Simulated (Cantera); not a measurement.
A closed system holds: 1 mol SiCl4, 0.57 mol H2, 0.86 mol Cl2, held at 1073 K and 9750 Torr.

Cantera equilibrium calculation (NASA polynomials, part measured and part estimated; ideal gas, pure solids and liquids). Candidate condensed phases: Si; 19 gas species. Equilibrium is a limit: real reactors are often held back by kinetics, nucleation or transport.

Base state: HCl 0.469, SiCl4 0.412, Cl2 0.119, Cl 0.000103 (mole fractions); condensed: gas only.

Question: What changes in the equilibrium state with this change: SiCl4 replaced by Si?

Answer: 
```tsv
species	before	after
H2	<1e-9	0.491
SiCl4	0.412	0.307
SiHCl3	<1e-9	0.176
HCl	0.469	0.0105
Cl2	0.119	<1e-9
SiH2Cl2	<1e-9	0.0117
SiCl3	1.99e-9	0.00290
SiCl2	<1e-9	0.000438
SiH3Cl	<1e-9	0.000206
Cl	0.000103	<1e-9
Si(s), mol	0	0.524
```
The tables' values for SiCl3 are old estimates; treat these amounts as uncertain.
